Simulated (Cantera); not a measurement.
Feed: 1 mol SiH₂Cl₂, 0.013 mol Cl₂, 72 mol N₂, held at 802 °C and 1330 Pa.

Cantera equilibrium calculation (NASA polynomials, part measured and part estimated; ideal gas, pure solids and liquids). Candidate condensed phases: NH₄Cl, Si, Si₃N₄; 28 gas species. N₂ is the only nitrogen source here; it is nearly inert below about 1500 K, so the nitride shown seldom forms there in practice. The tables' values for SiCl₃ are old estimates; treat these amounts as uncertain. Rates play no part.

Base state: N₂ 0.974, HCl 0.0216, H₂ 0.00284, SiCl₄ 0.00149, SiCl₃ 1.69e-5 (mole fractions); condensed: Si₃N₄(s).

### Question
What changes in the equilibrium state with this change: temperature from 802 °C to 1150 °C?

### Answer
```json
[
 {"species": "N₂", "before": "0.974", "after": "0.973"},
 {"species": "HCl", "before": "0.0216", "after": "0.0199"},
 {"species": "H₂", "before": "0.00284", "after": "0.00366"},
 {"species": "SiCl₂", "before": "3.02e-6", "after": "0.00266"},
 {"species": "SiCl₄", "before": "0.00149", "after": "0.000268"},
 {"species": "Cl", "before": "4.66e-8", "after": "1.55e-5"},
 {"species": "SiCl₃", "before": "1.69e-5", "after": "0.000424"},
 {"species": "Si₃N₄(s), mol", "before": "0.296", "after": "0.251"}
]
```

### Question
What changes in the equilibrium state with this change: temperature from 802 °C to 1475 °C?

### Answer
```csv
species,before,after
N₂,0.974,0.973
SiCl₂,3.02e-6,0.00957
H₂,0.00284,0.00947
HCl,0.0216,0.00794
SiCl,<1e-9,5.28e-5
Si,<1e-9,4.71e-5
H,6.77e-9,0.000193
Cl,4.66e-8,0.000125
"Si₃N₄(s), mol",0.296,0.0937
```
The tables' values for SiCl₃, SiCl are old estimates; treat these amounts as uncertain.

### Question
What changes in the equilibrium state with this change: SiH₂Cl₂ replaced by Si₂Cl₆?

### Answer
```
species         before     after
-------------  -------  --------
N₂               0.974     0.979
SiCl₄          0.00149    0.0205
SiCl₃          1.69e-5  0.000120
HCl             0.0216         0
H₂             0.00284         0
SiCl₂          3.02e-6   1.12e-5
Si₃N₄(s), mol    0.296     0.164
```
The feed counts by its element totals alone.
